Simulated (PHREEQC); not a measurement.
**Hard or scaling water: an equilibrium model**

A solution holds 0.034 mol MgCl2, 0.0032 mol Na2SO4 and 0.013 mol NaCl per kg of water, at 25 °C. Closed to the air; pH follows from the charge balance.

Equilibrium calculation in PHREEQC: ion-association model, phreeqc.dat.

Each row changes one thing in this solution. This is a speciation only: nothing precipitates in the calculation.

```
case                                            pH  ionic strength (mol/kgw)  SO4-2 (mol/kgw)  NaSO4- (mol/kgw)  HSO4- (mol/kgw)  SI of Halite (NaCl)
--------------------------------------------  ----  ------------------------  ---------------  ----------------  ---------------  -------------------
as made                                       6.63                     0.118          0.00156           5.32e-5          1.63e-8                -4.61
NaCl from 0.013 to 0.026 mol/kgw              6.63                     0.131          0.00159           8.75e-5          1.60e-8                -4.33
MgCl2 replaced by NH4Cl at the same molality  5.47                    0.0554          0.00260          0.000112          4.68e-7                -4.79
MgCl2 from 0.034 to 0.34 mol/kgw              6.20                      1.03         0.000831           1.38e-5          9.72e-9                -3.79
diluted 100-fold with water                   6.98                (withheld)       (withheld)           2.51e-8         2.76e-10                -8.41
0.0039 mol/kgw AlCl3 added                    3.98                     0.138          0.00122           3.94e-5          5.39e-6                -4.56
NaCl from 0.013 to 0.0117 mol/kgw             6.63                     0.117          0.00156           4.97e-5          1.63e-8                -4.64
```

### Question
Fill in the missing entries.

### Answer

- diluted 100-fold with water, ionic strength (mol/kgw): 0.00124
- diluted 100-fold with water, SO4-2 (mol/kgw): 3.02e-5

The ionic strength passes 0.7 mol/kgw, the rough limit of the ion-association models, in MgCl2 from 0.034 to 0.34 mol/kgw. Complexes and solids missing from the database can't appear. Some of these states are supersaturated (in Gibbsite (slow to form), for instance).
